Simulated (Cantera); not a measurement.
Cantera run:

```python
import numpy as np
import cantera as ct

gas_names = [...]  # 60 gases of nasa_gas.yaml made of H, N, O, S
cond_names = """
    H2O(s) H2O(L) H2SO4(L) S(cr1) S(cr2) S(L)
""".split()


# ... load() reads the species with a 1 bar reference pressure and builds the phases ...
atoms = {
    'S': {'S': 1},
    'O2': {'O': 2},
    'N2': {'N': 2},
    'H2O': {'H': 2, 'O': 1},
}
top_T = {}  # K; cautious upper limits of use, not melting points


# ... equilibrate(T, P, feed) seeds the gas with the atoms and calls Mixture.equilibrate('TP', solver="vcs", rtol=1e-11, max_steps=5000) ...
results = []
feed = {'S': 1, 'O2': 0.018, 'N2': 22, 'H2O': 0.065}  # mol
P = 2100  # Pa
for T in [3000, 3500, 4000, 4500, 5000]:
    mix = equilibrate(T, P, feed)
    results.append((T, P, feed, dict(zip(mix.species_names, mix.species_moles))))
    x = sorted(zip(gas.X, gas.species_names), reverse=True)
    print(f"T = {T:g} K  P = {P:g} Pa  gas = {mix.phase_moles(0):.4g} mol")
    print("   x: " + "  ".join(f"{s} {v:.3e}" for v, s in x if v > 1e-06))
    print("   condensed (mol): " + ("  ".join(f"{mix.phase(i).name} {mix.phase_moles(i):.4g}"
          for i in range(1, mix.n_phases) if mix.phase_moles(i) > 1e-12) or "none"))
```

Output:

```
T = 3000 K  P = 2100 Pa  gas = 23.18 mol
   x: N2 9.489e-01  S 4.054e-02  H 5.502e-03  O 2.494e-03  SO 1.437e-03  S2 5.394e-04  NO 3.650e-04  N 9.361e-05  SN 3.744e-05  SH 3.647e-05  H2 2.549e-05  OH 1.886e-05  SO2 1.065e-05  O2 1.019e-05
   condensed (mol): none
T = 3500 K  P = 2100 Pa  gas = 23.24 mol
   x: N2 9.457e-01  S 4.278e-02  H 5.583e-03  O 4.002e-03  N 1.487e-03  NO 2.256e-04  SO 1.131e-04  S2 4.875e-05  SN 3.512e-05  SH 4.496e-06  OH 2.309e-06  H2 1.877e-06  O2 1.384e-06
   condensed (mol): none
T = 4000 K  P = 2100 Pa  gas = 23.37 mol
   x: N2 9.355e-01  S 4.273e-02  N 1.185e-02  H 5.561e-03  O 4.195e-03  NO 1.147e-04  SN 3.178e-05  SO 1.180e-05  Electron 7.640e-06  S+ 7.453e-06  S2 7.355e-06
   condensed (mol): none
T = 4500 K  P = 2100 Pa  gas = 23.93 mol
   x: N2 8.899e-01  N 5.859e-02  S 4.171e-02  H 5.431e-03  O 4.155e-03  NO 6.315e-05  Electron 4.596e-05  S+ 4.549e-05  SN 2.799e-05  SO 1.891e-06  S2 1.605e-06
   condensed (mol): none
T = 5000 K  P = 2100 Pa  gas = 25.8 mol
   x: N2 7.535e-01  N 1.986e-01  S 3.855e-02  H 5.039e-03  O 3.879e-03  Electron 1.911e-04  S+ 1.899e-04  NO 3.451e-05  SN 2.227e-05
   condensed (mol): none
```

These are equilibrium values from Cantera (NASA tables, ideal gas, pure condensed phases), not measurements of a reactor.
